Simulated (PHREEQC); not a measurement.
# Alkaline etch or developer: speciation

Make-up at 20 °C: 27 mmol/kgw NH3, 1.7 mmol/kgw H3BO3 and 0.3 mmol/kgw Na2CO3. Closed to the air; pH follows from the charge balance.

The numbers come from PHREEQC with the ion-association model, wateq4f.dat.

No solid was allowed to form.

Task: Predict the pH, ionic strength.

Result: pH 10.57; ionic strength 0.00258 mol/kgw.

Task: In which forms is C present?

Result: CO3-2 65 %, HCO3- 35 % of the C.

Complexes and solids missing from the database can't appear.
